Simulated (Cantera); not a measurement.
## Adiabatic ignition

An adiabatic, constant-pressure homogeneous reactor starts with 29.6 % H₂, 14.8 % O₂, 55.6 % N₂, equivalence ratio 1.0, at 1023 K and 760 Torr.

Cantera simulation using the H2/O2 subset of GRI-Mech 3.0, which has no nitrogen chemistry; the numbers are that mechanism's predictions, not measurements.

```json
[
 {"t (s)": "6.00e-6", "T (K)": "1023", "x H₂": "0.296", "x O₂": "0.148", "x OH": "1.31e-11", "x HO₂": "4.77e-10", "x O": "3.54e-11"},
 {"t (s)": "2.14e-5", "T (K)": "1023", "x H₂": "0.296", "x O₂": "0.148", "x OH": "9.60e-11", "x HO₂": "3.54e-9", "x O": "2.72e-10"},
 {"t (s)": "7.63e-5", "T (K)": "1023", "x H₂": "0.296", "x O₂": "0.148", "x OH": "6.73e-9", "x HO₂": "2.63e-7", "x O": "1.92e-8"},
 {"t (s)": "0.000272", "T (K)": "2404", "x H₂": "0.0499", "x O₂": "0.0206", "x OH": "0.0260", "x HO₂": "6.08e-6", "x O": "0.00979"},
 {"t (s)": "0.000971", "T (K)": "2701", "x H₂": "0.0361", "x O₂": "0.0132", "x OH": "0.0218", "x HO₂": "4.92e-6", "x O": "0.00417"},
 {"t (s)": "0.00346", "T (K)": "2701", "x H₂": "0.0361", "x O₂": "0.0132", "x OH": "0.0218", "x HO₂": "4.92e-6", "x O": "0.00417"},
 {"t (s)": "0.0124", "T (K)": "2701", "x H₂": "0.0361", "x O₂": "0.0132", "x OH": "0.0218", "x HO₂": "4.92e-6", "x O": "0.00417"},
 {"t (s)": "0.0441", "T (K)": "2701", "x H₂": "0.0361", "x O₂": "0.0132", "x OH": "0.0218", "x HO₂": "4.92e-6", "x O": "0.00417"},
 {"t (s)": "0.157", "T (K)": "2701", "x H₂": "0.0361", "x O₂": "0.0132", "x OH": "0.0218", "x HO₂": "4.92e-6", "x O": "0.00417"},
 {"t (s)": "0.561", "T (K)": "2701", "x H₂": "0.0361", "x O₂": "0.0132", "x OH": "0.0218", "x HO₂": "4.92e-6", "x O": "0.00417"},
 {"t (s)": "2.00", "T (K)": "2701", "x H₂": "0.0361", "x O₂": "0.0132", "x OH": "0.0218", "x HO₂": "4.92e-6", "x O": "0.00417"}
]
```
x: mole fraction; the columns are a selection and need not sum to one.

```
Quantity                                                           Value
---------------------------------  -------------------------------------
time of steepest temperature rise                               0.204 ms
temperature at 2.00 s                                             2701 K
equilibrium temperature                                           2701 K
x(H₂) at 2.00 s                    0.0361 (gas-phase equilibrium 0.0361)
x(O₂) at 2.00 s                    0.0132 (gas-phase equilibrium 0.0132)
x(OH) at 2.00 s                    0.0218 (gas-phase equilibrium 0.0218)
```
